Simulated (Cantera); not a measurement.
Feed: 1 mol Ca(OH)2, 0.32 mol H2, 0.55 mol O2, at 2023.15 K and 10.0 mbar.

Equilibrium computed with Cantera from the NASA thermochemical tables; the gas is ideal and each condensed phase is pure. Candidate condensed phases: Ca, CaO, Ca(OH)2, H2O; 14 gas species. Kinetics and transport are ignored.

Base state: H2O 0.747, O2 0.222, OH 0.0201, H2 0.00544, O 0.00376, H 0.00140, Ca(OH)2 9.11e-5 (mole fractions); condensed: CaO(s).

Question: What changes in the equilibrium state with this change: temperature from 2023.15 K to 1548 K?

Answer: 
| species | before | after |
|---|---|---|
| H2O | 0.747 | 0.771 |
| O2 | 0.222 | 0.228 |
| OH | 0.0201 | 0.00105 |
| Ca(OH)2 | 9.11e-5 | 8.06e-7 |
| H | 0.00140 | 2.32e-6 |
| O | 0.00376 | 3.64e-5 |
| H2 | 0.00544 | 5.69e-5 |
| CaO(s), mol | 1.000 | 1.000 |

Question: What changes in the equilibrium state with this change: temperature from 2023.15 K to 1700 K?

Answer: 
| species | before | after |
|---|---|---|
| H2O | 0.747 | 0.769 |
| O2 | 0.222 | 0.227 |
| OH | 0.0201 | 0.00325 |
| Ca(OH)2 | 9.11e-5 | 4.96e-6 |
| H | 0.00140 | 2.65e-5 |
| O | 0.00376 | 0.000213 |
| H2 | 0.00544 | 0.000324 |
| CaO(s), mol | 1.000 | 1.000 |

Question: What changes in the equilibrium state with this change: temperature from 2023.15 K to 1198.15 K?

Answer: 
```json
[
 {"species": "H2O", "before": "0.747", "after": "0.772"},
 {"species": "O2", "before": "0.222", "after": "0.228"},
 {"species": "OH", "before": "0.0201", "after": "2.62e-5"},
 {"species": "Ca(OH)2", "before": "9.11e-5", "after": "2.04e-9"},
 {"species": "H", "before": "0.00140", "after": "<1e-9"},
 {"species": "O", "before": "0.00376", "after": "1.15e-7"},
 {"species": "H2", "before": "0.00544", "after": "1.98e-7"},
 {"species": "CaO(s), mol", "before": "1.000", "after": "1.00"}
]
```
